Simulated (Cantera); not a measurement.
An isothermal, constant-pressure homogeneous reactor starts with H2 : O2 = 0.0034 : 1 (molar parts), equivalence ratio 0.0017, at 1250 K and 0.0257 atm.

Model: the H2/O2 subset of GRI-Mech 3.0, which has no nitrogen chemistry, integrated in Cantera. Radical loss at walls, strong at low pressure, is not modelled.

x: mole fraction; the columns are a selection and need not sum to one.

```csv
t (s),x H2,x O2,x H,x OH,x HO2,x H2O,x H2O2
0.000100,0.00339,0.997,3.05e-10,1.26e-9,1.50e-9,1.17e-10,<1e-12
0.000460,0.00339,0.997,6.60e-10,8.53e-9,6.92e-9,3.73e-9,1.25e-12
0.00211,0.00339,0.997,1.04e-8,2.02e-7,3.27e-8,2.49e-7,2.34e-11
0.00972,0.000470,0.994,8.68e-5,0.000696,9.64e-7,0.00253,___
0.0447,4.24e-6,0.994,3.52e-5,0.000289,4.63e-7,0.00322,___
0.206,2.12e-6,0.995,1.23e-5,0.000205,3.18e-7,0.00328,___
0.946,3.86e-7,0.996,9.48e-7,8.79e-5,1.16e-7,0.00335,___
4.35,3.40e-8,0.997,2.51e-8,2.63e-5,2.09e-8,0.00338,6.74e-10
20.0,3.24e-9,0.997,7.49e-10,8.18e-6,5.04e-9,0.00339,8.08e-11
```

Problem. Complete the blanks.

Solution. 
- 0.00972, x H2O2: 4.34e-8
- 0.0447, x H2O2: 1.01e-8
- 0.206, x H2O2: 8.42e-9
- 0.946, x H2O2: 3.93e-9
